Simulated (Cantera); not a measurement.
An isothermal, constant-pressure homogeneous reactor starts with CH₄ : CO₂ : H₂ = 1 : 1 : 0.23 (molar parts), at 1523 K and 130000 Pa.

Cantera simulation using GRI-Mech 3.0 (53 species, 325 reactions); the numbers are that mechanism's predictions, not measurements.

Predict: x(CH₄) at 1.00 s; x(CO₂) at 1.00 s; x(H₂) at 1.00 s; x(OH) at 1.00 s; x(C₂H) at 1.00 s; x(C₂H₆) at 1.00 s.


```json
{
  "x(CH₄) at 1.00 s": "0.0714 (gas-phase equilibrium 0.000708)",
  "x(CO₂) at 1.00 s": "0.0957 (gas-phase equilibrium 0.000180)",
  "x(H₂) at 1.00 s": "0.249 (gas-phase equilibrium 0.526)",
  "x(OH) at 1.00 s": "2.47e-7 (gas-phase equilibrium 4.67e-10)",
  "x(C₂H) at 1.00 s": "8.96e-9 (gas-phase equilibrium <1e-12)",
  "x(C₂H₆) at 1.00 s": "4.62e-5 (gas-phase equilibrium 3.54e-9)"
}
```
